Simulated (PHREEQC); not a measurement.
1 kg of water meets 20 L of dry gas (N2 0.52, O2 0.48 by moles) at fixed total pressure, at 1 atm; fugacities by Peng-Robinson. The gases take part in no redox reaction, some water evaporates into the gas, and hydrates or a liquid gas phase aren't modelled. Nothing may precipitate in this run.

Model: ion-association model, phreeqc.dat, run in PHREEQC.

Task: Predict dissolved N2 (mol/kgw), p of N2 (atm) at T (°C) = 30, 50, 60, 80.

Result: 
```csv
T (°C),dissolved N2 (mol/kgw),p of N2 (atm)
30,0.000311,0.498
50,0.000235,0.457
60,0.000203,0.418
80,0.000127,0.277
```

Constants without temperature data keep their 25 °C values here.
